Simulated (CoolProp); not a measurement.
Vapour-liquid equilibrium of R22 (1) + dimethyl ether (2) at 133 kPa; x and y are mole fractions of (1).

The numbers come from the multi-fluid Helmholtz-energy mixture model, Kamei 1995 and Wu 2011; pair parameters Bell 2016 in CoolProp.

### Question
Give the bubble temperature and the first vapour's composition at x = 0.05, 0.65, 0.875. Is there an azeotrope?

### Answer
x = 0.05: -18.0 °C, y = 0.039; x = 0.65: -23.6 °C, y = 0.826; x = 0.875: -31.4 °C, y = 0.977. y crosses x between x = 0.2 and 0.275: the model has an azeotrope there.

The pair parameters rest on a limited set of measurements; away from them the model extrapolates.
